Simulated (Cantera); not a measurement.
Mixture: CH₄ : C₂H₆ : C₃H₈ : O₂ : N₂ = 1 : 0.068 : 0.15 : 1.49 : 5.62 (molar parts), at 1.30 bar, adiabatic and at constant pressure. Ignition delay is the time to a rise of 400 K.

Computed with Cantera and GRI-Mech 3.0 (53 species, 325 reactions). GRI-Mech 3.0 was tuned for natural gas; its chemistry of propane as a main component is partial and can be far from experiment.

Question: What does this change do: constant volume in place of constant pressure?

Answer: 
```csv
quantity,before,after
delay at 1075 K,53.6 ms,50.7 ms
delay at 1125 K,23.6 ms,22.1 ms
delay at 1175 K,10.3 ms,9.52 ms
delay at 1225 K,4.59 ms,4.18 ms
delay at 1275 K,2.13 ms,1.92 ms
delay at 1325 K,1.05 ms,0.937 ms
apparent activation energy between 1225 and 1325 K,200 kJ/mol,200 kJ/mol
```
